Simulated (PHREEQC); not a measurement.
0.28 g of hydrous ferric oxide (600 m²/g; 0.2 weak and 0.005 strong sites per Fe, Dzombak-Morel constants, diffuse double layer) in 1 kg of water with 0.05 mol/kgw of an inert sodium salt and 0.00016 mol NiCl2, at 25 °C; the pH is set by adding NaOH or the inert anion's acid. Oxygen is held at 0.21 atm. No CO2 enters from the air. Precipitation was switched off in this run.

Base run: PHREEQC, ion-association model, wateq4f.dat. Each further column changes one thing. The table gives surface charge σ (C/m²).

```csv
pH,base,background salt from 0.05 to 0.005 mol/kgw,oxide from 0.28 to 1.4 g/kgw,0.00014 mol/kgw Na2HAsO4 added
4,0.294,0.188,0.295,0.199
4.67,0.219,0.120,0.220,0.145
5.33,0.147,0.072,0.147,0.090
6,0.091,0.040,0.091,0.048
6.67,0.053,0.022,0.052,0.020
7.33,0.034,0.013,0.025,0.003
8,0.018,0.007,0.005,-0.015
8.67,0.000,0.000,-0.012,-0.037
9.33,-0.018,-0.006,-0.035,-0.059
10,-0.042,-0.017,-0.068,-0.084
10.67,-0.076,-0.035,-0.117,-0.113
11.33,-0.119,-0.068,-0.182,-0.144
12,-0.168,-0.131,-0.260,-0.177
```

In at least one series the solution becomes supersaturated in solids that the run did not let form, among them Ni(OH)2. The database has no arsenate complexes of Ni.
